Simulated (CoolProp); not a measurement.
Properties of propylene glycol along the isobar 7.16 bar.

The numbers come from the reference Helmholtz-energy equation of state, Eisenbach 2021 in CoolProp.

```tsv
T (°C)	phase	density (kg/m³)	cv (kJ/(kg K))	expansivity (1/kK)	fugacity coefficient
277.35	gas	12.89	2.709	2.464	0.9291
281.95	gas	12.75	2.723	2.418	0.9314
286.55	gas	12.61	2.737	2.374	0.9336
291.25	gas	12.47	2.751	2.331	0.9357
295.85	gas	12.34	2.765	2.291	0.9377
300.45	gas	12.21	2.778	2.253	0.9397
305.15	gas	12.08	2.792	2.216	0.9416
309.75	gas	11.96	2.805	2.181	0.9434
314.35	gas	11.84	2.818	2.148	0.9451
319.05	gas	11.72	2.831	2.115	0.9468
323.65	gas	11.61	2.844	2.085	0.9484
328.35	gas	11.50	2.856	2.055	0.9500
332.95	gas	11.39	2.869	2.026	0.9515
337.55	gas	11.29	2.881	1.999	0.9530
342.25	gas	11.18	2.893	1.972	0.9544
346.85	gas	11.08	2.904	1.947	0.9558
```
